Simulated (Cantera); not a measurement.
Input: 1 mol SiC, 0.052 mol H₂O, 710 mol H₂, equilibrated at 0.00825 Torr.

These are equilibrium values from Cantera (NASA tables, ideal gas, pure condensed phases), not measurements of a reactor. Candidate condensed phases: C, C₆H₆, C₇H₈, C₈H₁₈, H₂O, Si, SiC, SiO₂; 123 gas species. Rates play no part.

**Question.** At 1773 K, list the 6 most abundant gas species with their mole fractions, and the condensed phases.

**Answer.** H₂ 0.916, H 0.0821, Si 0.00132, C₂H₂ (acetylene) 0.000128, CO 7.00e-5, SiC₂ 1.64e-5. Condensed: C(graphite).
